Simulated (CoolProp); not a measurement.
Saturated liquid density (kg/m³) of CHF3 (R23): the reference equation beside estimates from Tc = 26.1 °C, pc = 4832 kPa, ω = 0.263. Rackett uses Z = 0.29056 − 0.08775 ω.

Computed with CoolProp (reference Helmholtz-energy equation of state, Penoncello 2003).

```tsv
T (°C)	reference	Rackett	van der Waals	Redlich-Kwong	Soave-Redlich-Kwong	Peng-Robinson
-115.45	1567	1474	877.6	1301	1332	1500
-112.65	1558	1465	872.8	1293	1325	1493
-109.95	1548	1456	868.0	1285	1318	?
-107.15	1538	1447	863.0	1276	1311	1477
-104.45	1528	1439	858.2	1268	1304	1469
-101.65	1518	1429	853.1	1259	1296	1461
-98.95	1509	1420	848.1	1251	1288	1453
-96.15	1498	1411	842.9	1242	?	1444
-93.45	1488	?	837.7	1233	1272	?
-90.65	1478	1392	832.4	1224	1264	1427
-87.95	1468	1383	827.1	1215	1256	1418
-85.15	1457	?	821.5	1205	1247	1408
```

Task: What belongs in the gaps?

Result: 
- -109.95, Peng-Robinson: 1485
- -96.15, Soave-Redlich-Kwong: 1280
- -93.45, Rackett: 1402
- -93.45, Peng-Robinson: 1436
- -85.15, Rackett: 1373

Absolute difference from the reference over all 12 rows, mean and median: Rackett 5.9 and 5.8 %, van der Waals 43.8 and 43.8 %, Redlich-Kwong 17.1 and 17.1 %, Soave-Redlich-Kwong 14.7 and 14.6 %, Peng-Robinson 3.8 and 3.7 %.
